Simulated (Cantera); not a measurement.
Input (Python, Cantera):

```python
import numpy as np
import cantera as ct

gas = ct.Solution("gri30.yaml")


def delay(T, t_max=10):
    gas.TPX = T, 500000, {'CH4': 1, 'CO': 0.11, 'O2': 4.67, 'N2': 14}
    reactor = ct.IdealGasReactor(gas, clone=False)
    net = ct.ReactorNet([reactor])
    net.rtol, net.atol = 1e-8, 1e-16
    while net.time < t_max:
        t_old, T_old = net.time, reactor.T
        net.step()
        if reactor.T > T + 400:  # ignition: a rise of 400 K
            return t_old + (T + 400 - T_old) / (reactor.T - T_old) * (net.time - t_old)
    return np.nan


taus = []
for T in [1175, 1250, 1325, 1400, 1475, 1550, 1625, 1700, 1775]:
    taus.append(delay(T))
    print(f"T0 = {T:6g} K   tau = {taus[-1]:.4e} s")
```

Result:

```
T0 =   1175 K   tau = 7.9833e-03 s
T0 =   1250 K   tau = 2.9667e-03 s
T0 =   1325 K   tau = 1.2031e-03 s
T0 =   1400 K   tau = 5.2882e-04 s
T0 =   1475 K   tau = 2.5113e-04 s
T0 =   1550 K   tau = 1.2845e-04 s
T0 =   1625 K   tau = 7.0408e-05 s
T0 =   1700 K   tau = 4.1040e-05 s
T0 =   1775 K   tau = 2.5227e-05 s
```

Computed with Cantera and GRI-Mech 3.0 (53 species, 325 reactions).
